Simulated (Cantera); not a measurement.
Premixed flame

A freely propagating, adiabatic, planar premixed flame of 50.0 % H2, 10.8 % O2, 39.1 % N2, equivalence ratio 2.3, unburnt at 300 K and 5.00 bar; multicomponent transport, grid criteria slope 0.08 and curve 0.16, no radiation.

Cantera simulation using the H2/O2 subset of GRI-Mech 3.0, which has no nitrogen chemistry; the numbers are that mechanism's predictions, not measurements. The hydrogen kinetics of GRI-Mech 3.0 are dated; newer H2 mechanisms differ, most at raised pressure. Burning velocities carry a grid error of a few per cent, more on coarse grids.

```
z (mm)   T (K)  u (m/s)   x H2      x O2      x OH     x HO2      x H    x H2O2
-------  -----  -------  -----  --------  --------  --------  -------  --------
-0.145     300     2.59  0.500     0.108     <1e-8     <1e-8    <1e-8     <1e-8
-0.0970    300     2.59  0.500     0.109     <1e-8     <1e-8    <1e-8     <1e-8
-0.0727    300     2.59  0.500     0.109     <1e-8   4.82e-8    <1e-8     <1e-8
-0.0485    305     2.63  0.499     0.109   1.36e-8   1.91e-6    <1e-8   3.99e-7
-0.0242    432     3.63  0.482     0.110   2.86e-5  0.000457  9.33e-6   6.43e-5
-0.0121    787     6.40  0.445    0.0983  0.000650  0.000868  0.00190  0.000136
0         1174     9.34  0.395    0.0726  0.000896  0.000371   0.0109   4.96e-5
0.0121    1442     11.4  0.346    0.0417   0.00138  0.000178   0.0232   6.81e-6
0.0242    1596     12.5  0.315    0.0194   0.00163   7.82e-5   0.0313   1.84e-6
0.0485    1728     13.5  0.297   0.00344   0.00162   1.31e-5   0.0331   6.46e-7
0.0970    1818     14.1  0.298  0.000200   0.00142   7.61e-7   0.0256   2.41e-7
0.194     1888     14.6  0.304   1.88e-5   0.00106   1.05e-7   0.0167   1.07e-7
0.388     1937     14.9  0.308   6.17e-6  0.000688   3.98e-8  0.00990   4.36e-8
```
x: mole fraction of selected species; z is measured from the peak of heat release.

| Quantity | Value |
|---|---|
| laminar burning velocity | 259 cm/s |
| thermal thickness | 0.0485 mm |
| peak x(OH) | 0.00165 |
| peak x(HO2) | 0.00107 |
| peak x(H) | 0.0337 |
| peak x(H2O2) | 0.000140 |
